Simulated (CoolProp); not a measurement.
R125 along the isotherm 116.05 °C: density (kg/m³) from the reference equation and from simpler models built on Tc = 66.0 °C, pc = 36.18 bar, ω = 0.305; each cubic takes its own stable root.

Values from CoolProp's reference Helmholtz-energy equation of state, Lemmon 2005.

```csv
p (bar),phase,reference
1.51,gas,5.650
3.02,gas,11.40
4.52,gas,17.22
6.03,gas,23.19
7.54,gas,29.28
9.05,gas,35.48
10.6,gas,41.98
12.1,gas,48.40
13.6,gas,54.96
15.1,gas,61.66
16.6,gas,68.50
18.1,gas,75.50
```

How far does each simpler model (ideal gas, Redlich-Kwong, Soave-Redlich-Kwong) lie from the reference over these 12 states: mean and median of the absolute difference, and the worst?


- ideal gas: mean 5.9 %, median 5.9 %, worst -11.1 % at 116.05 °C and 18.1 bar
- Redlich-Kwong: mean 0.5 %, median 0.5 %, worst +1.1 % at 116.05 °C and 18.1 bar
- Soave-Redlich-Kwong: mean 0.2 %, median 0.1 %, worst -0.3 % at 116.05 °C and 18.1 bar
